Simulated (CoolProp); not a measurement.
The fluid at 459.38 K and 1.51 MPa is throttled through a valve to 0.147 MPa with no heat exchange. The same conditions are run with several fluids, on thermodynamics alone (safety and materials aside).

Model: reference Helmholtz-energy equation of state of each fluid (isobutane: Bücker 2006; R22: Kamei 1995; neopentane: Lemmon 2006; R123: Younglove 1994; R410A: Lemmon 2003), in CoolProp. Blends and air are pseudo-pure fits.

```
fluid       temperature change (K)  final density (kg/m³)
----------  ----------------------  ---------------------
isobutane                     -8.6                   2.30
R22                           -9.1                   3.41
neopentane                    -9.8                   2.88
R123                         -15.4                   6.19
R410A                         -7.2                   2.85
```
